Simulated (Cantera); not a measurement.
A perfectly stirred reactor is fed with 10.8 % CO, 1.41 % H2, 1.84 % CH4, 16.9 % O2, 63.6 % N2, 5.42 % H2O, equivalence ratio 0.58, at 10.0 bar; it is adiabatic with a 725 K inlet, and is followed from long to short residence time, starting on the burning branch (τ in s: 0.42, 0.15, 0.056, 0.02, 0.0073, 0.0026, 0.00096, 0.00035, 0.00013, 4.6e-05).

Model: GRI-Mech 3.0 (53 species, 325 reactions), integrated in Cantera.

**Question.** Predict: blow-out, bracketed by the residence times tried; x(CO) at τ = 0.420 s; x(H2) at τ = 0.420 s; x(CH4) at τ = 0.420 s; x(H) at τ = 0.420 s; x(H2O2) at τ = 0.420 s; x(CO) at τ = 2.60 ms; x(H2) at τ = 2.60 ms; x(CH4) at τ = 2.60 ms; x(H) at τ = 2.60 ms; x(H2O2) at τ = 2.60 ms.

**Answer.** 
```json
{
 "blow_out_bracketed_by_the_residence_times_tried": "burning at 46.0 µs, the shortest tried",
 "x(CO) at τ = 0.420 s": "0.000345",
 "x(H2) at τ = 0.420 s": "5.83e-5",
 "x(CH4) at τ = 0.420 s": "7.35e-8",
 "x(H) at τ = 0.420 s": "5.88e-6",
 "x(H2O2) at τ = 0.420 s": "2.15e-7",
 "x(CO) at τ = 2.60 ms": "0.00175",
 "x(H2) at τ = 2.60 ms": "0.000158",
 "x(CH4) at τ = 2.60 ms": "7.55e-6",
 "x(H) at τ = 2.60 ms": "2.23e-5",
 "x(H2O2) at τ = 2.60 ms": "3.19e-7"
}
```
